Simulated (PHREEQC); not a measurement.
A PHREEQC input (ion-association model, phreeqc.dat):

```
SOLUTION 1
  temp 56
  units mg/L
  pH 6.19
  pe 13
  Na 3.31
  K 2.41
  Ca 2.77
  Mg 2.6
  Cl 6.42
  S(6) 1.91 as SO4
  C(4) 7.9 as HCO3
  Alkalinity 19.7 as HCO3
  Cd 1.27
END
USE solution 1
EQUILIBRIUM_PHASES 1
  Gypsum 0 0
  Quartz 0 0.5
  CO2(g) -2 10
END
```

It stops with these messages:

```
WARNING: Maximum iterations exceeded, 100
WARNING: Maximum iterations exceeded, 100
WARNING: The program has failed to converge to a numerical solution.
ERROR:                 H(1) has not converged. Total: 3.228653e-04	Calculated: 2.711847e-07	Residual: 3.225941e-04
ERROR: Is non-carbonate alkalinity greater than total alkalinity?
ERROR: Model failed to converge for initial solution  1.
```

Task: Find the cause and the fix.

Result: The fault: total carbon typed beside alkalinity, so pH is recomputed from the two. The line should read `Alkalinity 19.7` where the input has `C(4) 7.9 as HCO3 / Alkalinity 19.7`. With the mend the run ends at pH 6.54 and ionic strength 0.000763 mol/kgw.
